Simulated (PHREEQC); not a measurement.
Model water analysis in mg/kgw, 75 °C, pH 3.83, pe 12.5:

```json
[
 {"constituent": "Na", "mg/kgw": "49.6"},
 {"constituent": "K", "mg/kgw": "1.69"},
 {"constituent": "Ca", "mg/kgw": "69.3"},
 {"constituent": "Mg", "mg/kgw": "16.6"},
 {"constituent": "Cl", "mg/kgw": "84.6"},
 {"constituent": "S(6) as SO4", "mg/kgw": "389"},
 {"constituent": "Mn(2)", "mg/kgw": "0.218"},
 {"constituent": "Fe(3)", "mg/kgw": "74.6"},
 {"constituent": "B", "mg/kgw": "2.03"}
]
```

Valence states are taken as typed.

Computed with PHREEQC (ion-association model, phreeqc.dat).

| quantity | before | after |
|---|---|---|
| ionic strength (mol/kgw) | 0.0132 | 0.0140 |
| Fe(OH)2+ (mol/kgw) | 0.00117 | 0.000905 |
| Mg+2 (mol/kgw) | 0.000371 | 0.000475 |
| MgSO4 (mol/kgw) | 0.000312 | 0.000208 |
| FeOH+2 (mol/kgw) | 0.000150 | 0.000337 |
| HSO4- (mol/kgw) | 0.000113 | 4.75e-5 |
| SI of Gypsum (CaSO4:2H2O) | -1.08 | -1.15 |
| SI of Jarosite-K (KFe3(SO4)2(OH)6) | +5.30 | +6.44 |

Task: What was changed between the two runs?
(A) temperature from 75 to 40 °C at the same typed pH
(B) K from 1.69 to 0.845 mg/kgw
(C) Mg from 16.6 to 33.2 mg/kgw

Result: A, temperature from 75 to 40 °C at the same typed pH

No solid was allowed to form. Some of these states are supersaturated (in Jarosite-K, Hematite (slow to form), for instance). At this temperature some constants are extrapolated from 25 °C, and those without enthalpy data are left unchanged.
